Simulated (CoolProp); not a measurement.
Vapour-liquid equilibrium of R13 (1) + propylene (2) at 2.58 bar; x and y are mole fractions of (1).

Values from CoolProp's multi-fluid Helmholtz-energy mixture model, Platzer 1990 and Lemmon 2013; pair parameters Bell 2016. This equation is an older, rougher fit; its heat capacities, sound speeds and derivatives of the liquid may be far off and weren't checked against measurements.

```json
[
 {"x": "0.05", "bubble temperature, mixture model (°C)": "___", "bubble temperature, Raoult's law (°C)": "-28.4", "y, mixture model": "0.248", "y, Raoult's law": "0.172"},
 {"x": "0.125", "bubble temperature, mixture model (°C)": "-38.8", "bubble temperature, Raoult's law (°C)": "-33.2", "y, mixture model": "0.471", "y, Raoult's law": "0.367"},
 {"x": "0.2", "bubble temperature, mixture model (°C)": "-43.9", "bubble temperature, Raoult's law (°C)": "-37.4", "y, mixture model": "0.601", "y, Raoult's law": "0.511"},
 {"x": "0.275", "bubble temperature, mixture model (°C)": "-47.6", "bubble temperature, Raoult's law (°C)": "-41.0", "y, mixture model": "___", "y, Raoult's law": "0.620"},
 {"x": "0.35", "bubble temperature, mixture model (°C)": "-50.4", "bubble temperature, Raoult's law (°C)": "-44.3", "y, mixture model": "0.739", "y, Raoult's law": "0.703"},
 {"x": "0.425", "bubble temperature, mixture model (°C)": "-52.6", "bubble temperature, Raoult's law (°C)": "-47.1", "y, mixture model": "0.781", "y, Raoult's law": "0.769"},
 {"x": "0.5", "bubble temperature, mixture model (°C)": "-54.3", "bubble temperature, Raoult's law (°C)": "-49.7", "y, mixture model": "0.814", "y, Raoult's law": "0.821"},
 {"x": "0.575", "bubble temperature, mixture model (°C)": "-55.7", "bubble temperature, Raoult's law (°C)": "-52.0", "y, mixture model": "0.842", "y, Raoult's law": "0.864"},
 {"x": "0.65", "bubble temperature, mixture model (°C)": "-57.0", "bubble temperature, Raoult's law (°C)": "-54.1", "y, mixture model": "0.868", "y, Raoult's law": "0.899"},
 {"x": "0.725", "bubble temperature, mixture model (°C)": "___", "bubble temperature, Raoult's law (°C)": "-56.0", "y, mixture model": "0.893", "y, Raoult's law": "0.928"},
 {"x": "0.8", "bubble temperature, mixture model (°C)": "-59.2", "bubble temperature, Raoult's law (°C)": "-57.8", "y, mixture model": "0.918", "y, Raoult's law": "0.952"},
 {"x": "0.875", "bubble temperature, mixture model (°C)": "-60.3", "bubble temperature, Raoult's law (°C)": "-59.5", "y, mixture model": "0.946", "y, Raoult's law": "0.972"},
 {"x": "0.95", "bubble temperature, mixture model (°C)": "-61.3", "bubble temperature, Raoult's law (°C)": "-61.0", "y, mixture model": "0.977", "y, Raoult's law": "0.990"}
]
```

Q: What belongs in the gaps?

A: 
- 0.05, bubble temperature, mixture model (°C): -31.4
- 0.275, y, mixture model: 0.683
- 0.725, bubble temperature, mixture model (°C): -58.2

The largest gap from Raoult's law is -6.6 K in bubble temperature, at x = 0.275. No azeotrope shows between x = 0.05 and 0.95.

The pair parameters rest on a limited set of measurements; away from them the model extrapolates.
